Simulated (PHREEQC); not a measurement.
A solution holds 63 mmol/kgw Cu(NO3)2, 2.3 mmol/kgw HNO3 and 3.1 mmol/kgw H3BO3, at 20 °C. Closed to the air; pH follows from the charge balance.

Model: ion-association model, phreeqc.dat, run in PHREEQC.

Question: The ionic strength comes out as 0.191 mol/kgw. What activity coefficients do H+, NO3-, Cu+2 get?

Answer: H+ 0.80, NO3- 0.70, Cu+2 0.33.

No solid was allowed to form. Complexes and solids missing from the database can't appear.
